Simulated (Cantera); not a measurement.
Charge: 1 mol MgCl2, 0.038 mol O2, 43 mol H2, 3.8 mol HCl, at 1898.15 K and 0.0133 bar.

Equilibrium computed with Cantera from the NASA thermochemical tables; the gas is ideal and each condensed phase is pure. Candidate condensed phases: H2O, Mg, MgCl2, MgO, Mg(OH)2; 22 gas species. The tables' values for MgH are old estimates; treat these amounts as uncertain. Equilibrium is a limit: real reactors are often held back by kinetics, nucleation or transport.

Base state: H2 0.879, HCl 0.0914, MgCl2 0.0139, Mg 0.00638, H 0.00636, H2O 0.00157, Cl 0.000499, MgCl 0.000464 (mole fractions); condensed: gas only.

Problem. What changes in the equilibrium state with this change: temperature from 1898.15 K to 1473.15 K?

Solution. 
| species | before | after |
|---|---|---|
| H2 | 0.879 | 0.898 |
| HCl | 0.0914 | 0.0799 |
| MgCl2 | 0.0139 | 0.0207 |
| MgH | 1.00e-5 | 2.58e-8 |
| Mg | 0.00638 | 2.35e-5 |
| Cl | 0.000499 | 7.50e-6 |
| H | 0.00636 | 0.000104 |
| MgO(s), mol | 0 | 0.00835 |
